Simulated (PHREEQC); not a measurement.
Dissolve 2 mol/kgw NaOH, 3 mol/kgw KCl and 4.8 mol/kgw NaCl at 60 °C. Closed to the air; pH follows from the charge balance.

Equilibrium calculation in PHREEQC: Pitzer model, pitzer.dat.

Each row changes one thing in this solution. Precipitation was switched off in this run.

```
case                          pH  ionic strength (mol/kgw)  SI of Halite (NaCl)
-------------------------  -----  ------------------------  -------------------
as made                    13.30                      9.80                +0.16
KCl from 3 to 2.7 mol/kgw  13.29                      9.50                +0.13
NaCl left out              13.39                      5.00                -1.18
KCl from 3 to 1.5 mol/kgw  13.23                      8.30                +0.00
KCl left out               13.16                      6.80                -0.18
2.5 mol/kgw Na2CO3 added   13.39                      17.3                +0.83
```

Species that the database lacks are ignored. Some of these states are supersaturated (in Halite, Sylvite, for instance). In brines, pH and single-ion activities rest on the MacInnes convention. Away from 25 °C the constants follow the database's enthalpies or fits; those with neither stay at their 25 °C values.
